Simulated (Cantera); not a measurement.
An isothermal, constant-pressure homogeneous reactor starts with N2O : N2 = 1 : 5.5 (molar parts), at 1175 K and 20.0 Torr.

Cantera simulation using GRI-Mech 3.0 (53 species, 325 reactions); the numbers are that mechanism's predictions, not measurements. GRI-Mech 3.0 was tuned for natural gas; its chemistry of N2O as a main component is partial and can be far from experiment. Radical loss at walls, strong at low pressure, is not modelled. The mechanism lacks the step 2 NO + O2 → 2 NO2, which can matter for NO2 below about 1400 K. The temperature is held fixed by assumption; the heat of reaction is taken as removed at once.

x: mole fraction; the columns are a selection and need not sum to one.

```csv
t (s),x N2O,x NO,x O,x NO2,x N2
2.00e-5,0.154,1.87e-11,1.55e-8,<1e-12,0.846
5.97e-5,0.154,1.66e-10,4.57e-8,<1e-12,0.846
0.000178,0.154,1.45e-9,1.31e-7,<1e-12,0.846
0.000533,0.154,1.20e-8,3.52e-7,<1e-12,0.846
0.00159,0.154,8.73e-8,7.81e-7,<1e-12,0.846
0.00476,0.154,4.82e-7,1.17e-6,<1e-12,0.846
0.0142,0.154,1.87e-6,1.23e-6,5.34e-12,0.846
0.0424,0.154,?,1.23e-6,5.51e-11,0.846
0.127,0.154,1.85e-5,1.23e-6,4.97e-10,0.846
0.379,0.153,5.57e-5,1.23e-6,4.02e-9,0.846
1.13,0.152,?,1.23e-6,?,0.847
3.38,0.148,0.000490,1.23e-6,1.23e-7,0.849
10.1,0.138,0.00141,1.23e-6,4.16e-7,0.854
30.1,0.111,0.00376,1.22e-6,1.18e-6,0.867
90.0,0.0594,0.00829,1.20e-6,2.75e-6,0.893
```

Q: Fill in the missing entries.

A: 
- 0.0424, x NO: 6.05e-6
- 1.13, x NO: 0.000166
- 1.13, x NO2: 2.65e-8
